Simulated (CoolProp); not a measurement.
A single-stage vapour-compression cycle with propylene: evaporating at 268.15 K (dew point), condensing at 329.15 K (bubble point), superheat 5 K, subcooling 5 K, compressor efficiency 0.6, no pressure losses. Each further row changes one setting.

Computed with CoolProp (reference Helmholtz-energy equation of state, Lemmon 2013).

```tsv
case	cooling COP	pressure ratio	discharge temperature (K)	refrigerating effect (kJ/kg)	volumetric capacity (kJ/m³)
as stated	1.88	4.64	370.3	244	2530
evaporating temperature 273.15 K	2.14	3.99	…	249	…
condensing temperature 324.15 K	…	4.18	363.5	259	2680
subcooling 10 K	2.00	4.64	370.3	259	2680
superheat 15 K	1.90	4.64	…	…	2570
compressor efficiency 0.5	1.57	4.64	…	244	2530
```

Q: Fill in the missing entries.

A: 
- evaporating temperature 273.15 K, discharge temperature (K): 366.4
- evaporating temperature 273.15 K, volumetric capacity (kJ/m³): 2990
- condensing temperature 324.15 K, cooling COP: 2.15
- superheat 15 K, discharge temperature (K): 381.2
- superheat 15 K, refrigerating effect (kJ/kg): 260
- compressor efficiency 0.5, discharge temperature (K): 382.4
